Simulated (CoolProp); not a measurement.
Properties of water along the isotherm 726.85 °C (Tc = 373.9 °C, pc = 22.06 MPa, ω = 0.344).

The numbers come from the reference Helmholtz-energy equation of state, Wagner 2002 in CoolProp.

```json
[
 {"p (MPa)": "2.36", "phase": "gas", "Joule-Thomson coefficient (K/MPa)": "2.376", "isothermal compressibility (1/MPa)": "0.4263", "viscosity (µPa s)": "37.7"},
 {"p (MPa)": "4.73", "phase": "gas", "Joule-Thomson coefficient (K/MPa)": "2.362", "isothermal compressibility (1/MPa)": "0.2140", "viscosity (µPa s)": "…"},
 {"p (MPa)": "7.09", "phase": "gas", "Joule-Thomson coefficient (K/MPa)": "2.346", "isothermal compressibility (1/MPa)": "0.1437", "viscosity (µPa s)": "38.0"},
 {"p (MPa)": "9.46", "phase": "gas", "Joule-Thomson coefficient (K/MPa)": "2.328", "isothermal compressibility (1/MPa)": "0.1084", "viscosity (µPa s)": "38.1"},
 {"p (MPa)": "11.8", "phase": "gas", "Joule-Thomson coefficient (K/MPa)": "2.310", "isothermal compressibility (1/MPa)": "0.08742", "viscosity (µPa s)": "38.3"},
 {"p (MPa)": "14.2", "phase": "gas", "Joule-Thomson coefficient (K/MPa)": "2.289", "isothermal compressibility (1/MPa)": "0.07311", "viscosity (µPa s)": "…"},
 {"p (MPa)": "16.5", "phase": "gas", "Joule-Thomson coefficient (K/MPa)": "2.268", "isothermal compressibility (1/MPa)": "0.06331", "viscosity (µPa s)": "38.6"},
 {"p (MPa)": "18.9", "phase": "gas", "Joule-Thomson coefficient (K/MPa)": "2.245", "isothermal compressibility (1/MPa)": "…", "viscosity (µPa s)": "38.8"},
 {"p (MPa)": "21.3", "phase": "gas", "Joule-Thomson coefficient (K/MPa)": "2.220", "isothermal compressibility (1/MPa)": "0.04966", "viscosity (µPa s)": "…"},
 {"p (MPa)": "23.6", "phase": "supercritical", "Joule-Thomson coefficient (K/MPa)": "2.195", "isothermal compressibility (1/MPa)": "0.04508", "viscosity (µPa s)": "39.2"},
 {"p (MPa)": "26", "phase": "supercritical", "Joule-Thomson coefficient (K/MPa)": "2.167", "isothermal compressibility (1/MPa)": "0.04116", "viscosity (µPa s)": "…"},
 {"p (MPa)": "28.4", "phase": "supercritical", "Joule-Thomson coefficient (K/MPa)": "…", "isothermal compressibility (1/MPa)": "0.03790", "viscosity (µPa s)": "39.6"},
 {"p (MPa)": "30.7", "phase": "supercritical", "Joule-Thomson coefficient (K/MPa)": "2.110", "isothermal compressibility (1/MPa)": "0.03524", "viscosity (µPa s)": "39.9"},
 {"p (MPa)": "33.1", "phase": "supercritical", "Joule-Thomson coefficient (K/MPa)": "2.080", "isothermal compressibility (1/MPa)": "0.03286", "viscosity (µPa s)": "…"}
]
```

### Question
What belongs in the gaps?

### Answer

- 4.73, viscosity (µPa s): 37.8
- 14.2, viscosity (µPa s): 38.4
- 18.9, isothermal compressibility (1/MPa): 0.05562
- 21.3, viscosity (µPa s): 39.0
- 26, viscosity (µPa s): 39.4
- 28.4, Joule-Thomson coefficient (K/MPa): 2.139
- 33.1, viscosity (µPa s): 40.1

Viscosity comes from a separate model (Huber 2009).
